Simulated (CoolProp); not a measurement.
Values from CoolProp's reference Helmholtz-energy equation of state, Lemmon 2006. It is a short technical equation, of lower accuracy than the large ones.

Question: For C2F6 (R116), give the phase and the cp (kJ/(kg K)), cv (kJ/(kg K)) at -11.95 °C and 10.7 MPa; 62.45 °C and 10.7 MPa; 77.35 °C and 10.7 MPa.

Answer: 
- -11.95 °C and 10.7 MPa: liquid; cp 1.06, cv 0.721
- 62.45 °C and 10.7 MPa: supercritical; cp 1.27, cv 0.823
- 77.35 °C and 10.7 MPa: supercritical; cp 1.28, cv 0.841
